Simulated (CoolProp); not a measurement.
Vapour pressure (kPa) of octamethylcyclotetrasiloxane (D4): the reference equation beside estimates from Tc = 313.4 °C, pc = 1347 kPa, ω = 0.598. Clausius-Clapeyron is anchored at 48.05 °C with a constant enthalpy of vaporisation of 52.52 kJ/mol.

Computed with CoolProp (reference Helmholtz-energy equation of state, Thol 2015).

```csv
T (°C),reference,Clausius-Clapeyron,van der Waals,Peng-Robinson
36.05,0.2947,0.2978,53.14,0.3778
48.05,0.6387,0.6387,67.66,0.7773
59.95,1.281,1.289,84.61,1.494
71.95,2.424,2.493,104.5,2.730
83.85,4.316,4.589,127.1,4.727
95.85,7.349,8.159,153.1,7.869
107.85,11.97,13.99,182.4,12.59
119.75,18.69,23.11,215.0,19.38
131.75,28.27,37.22,251.5,29.01
```

Absolute difference from the reference over all 9 rows, mean and median: Clausius-Clapeyron 10.5 and 6.3 %, van der Waals 5248.1 and 2844.9 %, Peng-Robinson 11.9 and 9.5 %.
